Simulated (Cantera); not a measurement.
A closed system holds: 1 mol SiH₄, 0.38 mol N₂O, a varied amount of O₂, held at 1400 K and 75.0 Torr.

Method: chemical equilibrium by Gibbs-energy minimisation in Cantera with the NASA 1993 tables (ideal gas, pure condensed phases). Candidate condensed phases: H₂O, Si, SiO₂, Si₂N₂O, Si₃N₄; 35 gas species. The tables hold silica as quartz up to 1696 K and as liquid above; real silica turns to tridymite and cristobalite and melts near 1996 K. Gases not in the tables: Si(OH)₄. Equilibrium is a limit: real reactors are often held back by kinetics, nucleation or transport.

Q: At 1.7 mol O₂, list the 3 most abundant gas species with their mole fractions, and the condensed phases.

A: H₂O 0.748, N₂ 0.160, H₂ 0.0924. Condensed: SiO₂(β-quartz).
